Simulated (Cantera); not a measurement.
Input: 1 mol Fe, 0.094 mol HCl, 2.2 mol O2, equilibrated at 23.0 mbar.

These are equilibrium values from Cantera (NASA tables, ideal gas, pure condensed phases), not measurements of a reactor. Candidate condensed phases: Fe, FeCl2, FeCl3, FeO, Fe(OH)2, Fe(OH)3, Fe2O3, Fe3O4, H2O; 22 gas species. The numbers say what is thermodynamically allowed, not how fast it happens.

x: gas mole fraction; n: condensed amount in mol.

```
T (°C)   x O2   x HCl     x Cl    x H2O   x FeCl2     x Cl2  n Fe2O3(s)  n Fe3O4(s)
------  -----  ------  -------  -------  --------  --------  ----------  ----------
1000    0.937  0.0479  0.00394  0.00650  0.000583   0.00380       0.499           0
1075    0.936  0.0468  0.00611  0.00703   0.00139   0.00244       0.499           0
1150    0.935  0.0442  0.00836  0.00826   0.00256   0.00140       0.498           0
1225    0.934  0.0406   0.0105  0.00999   0.00394  0.000759       0.497           0
1300    0.936     [?]      [?]      [?]       [?]       [?]           0       0.331
1375    0.935     [?]      [?]      [?]       [?]       [?]           0       0.330
1450    0.934  0.0278   0.0163   0.0145   0.00655  0.000130           0       0.330
```

**Question.** What belongs in the gaps?

**Answer.** 
- 1300, x HCl: 0.0346
- 1300, x Cl: 0.0121
- 1300, x H2O: 0.0114
- 1300, x FeCl2: 0.00497
- 1300, x Cl2: 0.000385
- 1375, x HCl: 0.0311
- 1375, x Cl: 0.0142
- 1375, x H2O: 0.0130
- 1375, x FeCl2: 0.00582
- 1375, x Cl2: 0.000221
